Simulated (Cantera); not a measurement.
A Cantera script and its output.

```python
import numpy as np
import cantera as ct

gas = ct.Solution("gri30.yaml")


def delay(T, t_max=10):
    gas.TPX = T, 101325, {'CH4': 1, 'H2': 0.27, 'O2': 1.52, 'N2': 5.73}
    reactor = ct.IdealGasReactor(gas, clone=False)
    net = ct.ReactorNet([reactor])
    net.rtol, net.atol = 1e-8, 1e-16
    while net.time < t_max:
        t_old, T_old = net.time, reactor.T
        net.step()
        if reactor.T > T + 400:  # ignition: a rise of 400 K
            return t_old + (T + 400 - T_old) / (reactor.T - T_old) * (net.time - t_old)
    return np.nan


taus = []
for T in [1275, 1350, 1425, 1500, 1575, 1650, 1725]:
    taus.append(delay(T))
    print(f"T0 = {T:6g} K   tau = {taus[-1]:.4e} s")
```

Result:

```
T0 =   1275 K   tau = 3.0199e-03 s
T0 =   1350 K   tau = 1.5048e-03 s
T0 =   1425 K   tau = 7.8599e-04 s
T0 =   1500 K   tau = 4.3480e-04 s
T0 =   1575 K   tau = 2.5515e-04 s
T0 =   1650 K   tau = 1.5780e-04 s
T0 =   1725 K   tau = 1.0188e-04 s
```

Model: GRI-Mech 3.0 (53 species, 325 reactions), integrated in Cantera.
